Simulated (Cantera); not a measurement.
Feed: 1 mol Fe, 0.88 mol HCl, 0.45 mol N2, equilibrated at 1025 °C and 39.0 mbar.

Cantera equilibrium calculation (NASA polynomials, part measured and part estimated; ideal gas, pure solids and liquids). Candidate condensed phases: Fe, FeCl2, FeCl3, NH4Cl; 18 gas species. The numbers say what is thermodynamically allowed, not how fast it happens.

Base state: N2 0.338, HCl 0.276, H2 0.193, FeCl2 0.192, Fe2Cl4 0.000327, FeCl3 2.36e-5 (mole fractions); condensed: Fe(γ).

Task: What changes in the equilibrium state with this change: pressure from 39.0 mbar to 0.260 bar?

Result: 
```csv
species,before,after
N2,0.338,0.339
HCl,0.276,0.275
H2,0.193,0.194
FeCl2,0.192,0.190
Fe2Cl4,0.000327,0.00212
FeCl3,2.36e-5,5.98e-5
"Fe(γ), mol",0.743,0.742
```

Task: What changes in the equilibrium state with this change: temperature from 1025 °C to 575 °C?

Result: 
```json
[
 {"species": "N2", "before": "0.338", "after": "0.440"},
 {"species": "H2", "before": "0.193", "after": "0.314"},
 {"species": "HCl", "before": "0.276", "after": "0.232"},
 {"species": "FeCl2", "before": "0.192", "after": "0.0121"},
 {"species": "FeCl3", "before": "2.36e-5", "after": "2.16e-6"},
 {"species": "Fe2Cl4", "before": "0.000327", "after": "0.00144"},
 {"species": "Fe(γ), mol", "before": "0.743", "after": "0"},
 {"species": "Fe(α), mol", "before": "0", "after": "0.679"},
 {"species": "FeCl2(s), mol", "before": "0", "after": "0.306"}
]
```

Task: What changes in the equilibrium state with this change: temperature from 1025 °C to 552 °C?

Result: 
```tsv
species	before	after
N2	0.338	0.456
H2	0.193	0.354
HCl	0.276	0.184
FeCl2	0.192	0.00572
NH3	2.41e-7	1.30e-5
FeCl3	2.36e-5	8.12e-7
Fe2Cl4	0.000327	0.000569
Fe(γ), mol	0.743	0
Fe(α), mol	0	0.651
FeCl2(s), mol	0	0.342
```
